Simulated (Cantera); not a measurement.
A closed system holds: 1 mol Si2H6, 20 mol NO, 8.3 mol H2, 2.6 mol N2O, at 0.00900 bar.

Equilibrium computed with Cantera from the NASA thermochemical tables; the gas is ideal and each condensed phase is pure. Candidate condensed phases: H2O, Si, SiO2, Si2N2O, Si3N4; 35 gas species. The feed counts by its element totals alone. The tables hold silica as quartz up to 1696 K and as liquid above; real silica turns to tridymite and cristobalite and melts near 1996 K. Rates play no part.

Which condensed phases are stable at each of these points (T (°C)): 352, 452, 552, 652, 752, 852, 952, 1052, 1152, 1252, 1352, 1452?


| T (°C) | condensed phases | Si condensed (%) |
|---|---|---|
| 352 | SiO2(α-quartz) | 100.0 |
| 452 | SiO2(α-quartz) | 100.0 |
| 552 | SiO2(α-quartz) | 100.0 |
| 652 | SiO2(β-quartz) | 100.0 |
| 752 | SiO2(β-quartz) | 100.0 |
| 852 | SiO2(β-quartz) | 100.0 |
| 952 | SiO2(β-quartz) | 100.0 |
| 1052 | SiO2(β-quartz) | 100.0 |
| 1152 | SiO2(β-quartz) | 100.0 |
| 1252 | SiO2(β-quartz) | 100.0 |
| 1352 | SiO2(β-quartz) | 100.0 |
| 1452 | SiO2(condensed) | 100.0 |

From 352 °C to 552 °C the condensed part is SiO2(α-quartz). From 652 °C to 1352 °C the condensed part is SiO2(β-quartz). At 1452 °C the condensed part is SiO2(condensed).
